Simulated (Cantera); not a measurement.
An adiabatic, constant-pressure homogeneous reactor starts with H₂ : O₂ : N₂ = 1 : 0.333 : 1.25 (molar parts), equivalence ratio 1.5, at 1148 K and 1130 Torr. Integrator tolerance rtol = 1e-08.

Cantera simulation using the H2/O2 subset of GRI-Mech 3.0, which has no nitrogen chemistry; the numbers are that mechanism's predictions, not measurements.

What does this change do: constant volume in place of constant pressure?


```tsv
quantity	before	after
time of steepest temperature rise	47.8 µs	46.5 µs
temperature at 0.700 s	2757 K	2978 K
equilibrium temperature	2757 K	2978 K
x(H₂) at 0.700 s	0.143 (gas-phase equilibrium 0.143)	0.144 (gas-phase equilibrium 0.144)
x(O₂) at 0.700 s	0.000852 (gas-phase equilibrium 0.000852)	0.00169 (gas-phase equilibrium 0.00169)
x(O) at 0.700 s	0.00110 (gas-phase equilibrium 0.00110)	0.00232 (gas-phase equilibrium 0.00232)
x(HO₂) at 0.700 s	7.75e-7 (gas-phase equilibrium 7.75e-7)	2.42e-6 (gas-phase equilibrium 2.42e-6)
x(H) at 0.700 s	0.0219 (gas-phase equilibrium 0.0219)	0.0302 (gas-phase equilibrium 0.0302)
x(H₂O₂) at 0.700 s	1.15e-7 (gas-phase equilibrium 1.15e-7)	3.39e-7 (gas-phase equilibrium 3.39e-7)
x(H₂O) at 0.700 s	0.276 (gas-phase equilibrium 0.276)	0.264 (gas-phase equilibrium 0.264)
```

What does this change do: O2 0.333 to 0.25 parts?


| quantity | before | after |
|---|---|---|
| time of steepest temperature rise | 47.8 µs | 59.0 µs |
| temperature at 0.700 s | 2757 K | 2514 K |
| equilibrium temperature | 2757 K | 2514 K |
| x(H₂) at 0.700 s | 0.143 (gas-phase equilibrium 0.143) | 0.217 (gas-phase equilibrium 0.217) |
| x(O₂) at 0.700 s | 0.000852 (gas-phase equilibrium 0.000852) | 2.77e-5 (gas-phase equilibrium 2.77e-5) |
| x(O) at 0.700 s | 0.00110 (gas-phase equilibrium 0.00110) | 6.69e-5 (gas-phase equilibrium 6.69e-5) |
| x(HO₂) at 0.700 s | 7.75e-7 (gas-phase equilibrium 7.75e-7) | 2.98e-8 (gas-phase equilibrium 2.98e-8) |
| x(H) at 0.700 s | 0.0219 (gas-phase equilibrium 0.0219) | 0.0102 (gas-phase equilibrium 0.0102) |
| x(H₂O₂) at 0.700 s | 1.15e-7 (gas-phase equilibrium 1.15e-7) | 1.02e-8 (gas-phase equilibrium 1.02e-8) |
| x(H₂O) at 0.700 s | 0.276 (gas-phase equilibrium 0.276) | 0.219 (gas-phase equilibrium 0.219) |
